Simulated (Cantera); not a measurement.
Formation from one mole of O2

Cantera with NASA thermochemical tables; ideal gases at 1 bar, condensed phases pure. Values are per mole of reaction as written; species without (g) are pure solids or liquids, kept so even where they would boil at 1 bar.

1.143 Ti + O2(g) ⇌ 0.2857 Ti4O7

```csv
T (K),ΔH° (kJ),ΔS° (J/K),ΔG° (kJ),log10 K,condensed phases
300,-972.7,-183.5,-917.7,159.78,"Ti(α), Ti4O7(s)"
2000,-909.3,-141.8,-625.8,16.34,"Ti(l), Ti4O7(l)"
2100,-907.9,-141.1,-611.6,15.21,"Ti(l), Ti4O7(l)"
2200,-906.6,-140.5,-597.6,14.19,"Ti(l), Ti4O7(l)"
2300,-905.2,-139.9,-583.5,13.25,"Ti(l), Ti4O7(l)"
2400,-903.9,-139.3,-569.6,12.40,"Ti(l), Ti4O7(l)"
2500,-902.6,-138.8,-555.7,11.61,"Ti(l), Ti4O7(l)"
2600,-901.4,-138.3,-541.8,10.89,"Ti(l), Ti4O7(l)"
```

2 Pb + O2(g) ⇌ 2 PbO(g)

| T (K) | ΔH° (kJ) | ΔS° (J/K) | ΔG° (kJ) | log10 K | condensed phases |
|---|---|---|---|---|---|
| 300 | 140.6 | 145.2 | 97.0 | -16.89 | Pb(s) |
| 2000 | 98.6 | 93.2 | -87.9 | 2.29 | Pb(l) |
| 2100 | 96.6 | 92.3 | -97.1 | 2.42 | Pb(l) |
| 2200 | 94.7 | 91.4 | -106.3 | 2.52 | Pb(l) |
| 2300 | 92.6 | 90.4 | -115.4 | 2.62 | Pb(l) |
| 2400 | 90.5 | 89.6 | -124.4 | 2.71 | Pb(l) |
| 2500 | 88.4 | 88.7 | -133.3 | 2.79 | Pb(l) |
| 2600 | 86.2 | 87.8 | -142.1 | 2.86 | Pb(l) |

0.8 V + O2(g) ⇌ 0.4 V2O5

| T (K) | ΔH° (kJ) | ΔS° (J/K) | ΔG° (kJ) | log10 K | condensed phases |
|---|---|---|---|---|---|
| 300 | -620.2 | -176.0 | -567.4 | 98.80 | V(s), V2O5(s) |
| 2000 | -573.8 | -126.1 | -321.5 | 8.40 | V(s), V2O5(l) |
| 2100 | -573.3 | -125.9 | -308.9 | 7.68 | V(s), V2O5(l) |
| 2200 | -591.2 | -134.1 | -296.3 | 7.03 | V(l), V2O5(l) |
| 2300 | -591.1 | -134.0 | -282.8 | 6.42 | V(l), V2O5(l) |
| 2400 | -591.0 | -134.0 | -269.4 | 5.86 | V(l), V2O5(l) |
| 2500 | -591.0 | -134.0 | -256.0 | 5.35 | V(l), V2O5(l) |
| 2600 | -591.0 | -134.0 | -242.7 | 4.87 | V(l), V2O5(l) |

2 Ti + O2(g) ⇌ 2 TiO(g)

| T (K) | ΔH° (kJ) | ΔS° (J/K) | ΔG° (kJ) | log10 K | condensed phases |
|---|---|---|---|---|---|
| 300 | 108.8 | 200.3 | 48.7 | -8.48 | Ti(α) |
| 2000 | 29.0 | 137.6 | -246.2 | 6.43 | Ti(l) |
| 2100 | 23.6 | 135.0 | -259.8 | 6.46 | Ti(l) |
| 2200 | 18.2 | 132.4 | -273.2 | 6.49 | Ti(l) |
| 2300 | 12.8 | 130.0 | -286.3 | 6.50 | Ti(l) |
| 2400 | 7.4 | 127.7 | -299.2 | 6.51 | Ti(l) |
| 2500 | 2.0 | 125.5 | -311.8 | 6.52 | Ti(l) |
| 2600 | -3.4 | 123.4 | -324.3 | 6.51 | Ti(l) |
